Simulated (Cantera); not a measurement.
## Diamond growth

A diamond (100) surface in a fixed gas of H2 with x(CH4) = 0.024, x(H) = 0.0047, at 1400 K, 2400 Pa; coverages are run to steady state.

Cantera simulation using the Harris–Goodwin 1993 mechanism for the reconstructed diamond (100) surface; the numbers are that mechanism's predictions, not measurements.

| x(CH3) | growth (µm/h) | θ c6HH | θ c6H* | θ c6*H | θ c6** |
|---|---|---|---|---|---|
| 1e-06 | 0.00345 | 0.343 | 0.0591 | 0.541 | 0.0566 |
| 2.1e-06 | 0.00724 | 0.343 | 0.0591 | 0.541 | 0.0566 |
| 4.3e-06 | 0.0148 | 0.343 | 0.0591 | 0.541 | 0.0566 |
| 8.9e-06 | 0.0307 | 0.343 | 0.0591 | 0.541 | 0.0566 |
| 1.8e-05 | 0.0621 | 0.343 | 0.0591 | 0.541 | 0.0566 |
| 3.8e-05 | 0.131 | 0.343 | 0.0591 | 0.541 | 0.0565 |
| 7.9e-05 | 0.272 | 0.343 | 0.0591 | 0.541 | 0.0565 |
| 0.00016 | 0.550 | 0.343 | 0.0591 | 0.541 | 0.0563 |
| 0.00034 | 1.16 | 0.343 | 0.0591 | 0.541 | 0.0561 |
θ: site fractions in the mechanism's names (c6HH fully hydrogenated, c6H* and c6*H radical sites, c6** diradical, c6HM methylated).
